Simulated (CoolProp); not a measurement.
Values from CoolProp's reference Helmholtz-energy equation of state, Thol 2017.

Problem. Give the vapour pressure (bar), liquid density (kg/m³), vapour density (kg/m³), enthalpy of vaporisation (kJ/kg) of saturated octamethyltrisiloxane (MDM) at 392.7, 482.5 K.

Solution. 
```json
[
 {"T (K)": "392.7", "p (bar)": "0.390", "liquid density (kg/m³)": "715", "vapour density (kg/m³)": "2.94", "enthalpy of vaporisation (kJ/kg)": "167"},
 {"T (K)": "482.5", "p (bar)": "3.64", "liquid density (kg/m³)": "595", "vapour density (kg/m³)": "26.4", "enthalpy of vaporisation (kJ/kg)": "123"}
]
```
